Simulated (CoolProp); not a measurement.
A Linde-Hampson liquefier for oxygen: isothermal reversible compression at 230 K from 1 atm to 30 MPa, throttling to 1 atm, return gas leaving the recuperator 2 K below the feed. Each further row changes one setting.

The numbers come from the reference Helmholtz-energy equation of state, Schmidt 1985 in CoolProp.

| case | liquid yield per pass | compression work (kJ/kg of gas) |
|---|---|---|
| as stated | ___ | 316 |
| high pressure 60 MPa | ___ | ___ |
| warm-end temperature 260 K | ___ | ___ |
| warm-end gap 7 K | ___ | 316 |

### Question
Fill in the missing entries.

### Answer

- as stated, liquid yield per pass: 0.270
- high pressure 60 MPa, liquid yield per pass: 0.284
- high pressure 60 MPa, compression work (kJ/kg of gas): 360
- warm-end temperature 260 K, liquid yield per pass: 0.198
- warm-end temperature 260 K, compression work (kJ/kg of gas): 369
- warm-end gap 7 K, liquid yield per pass: 0.260
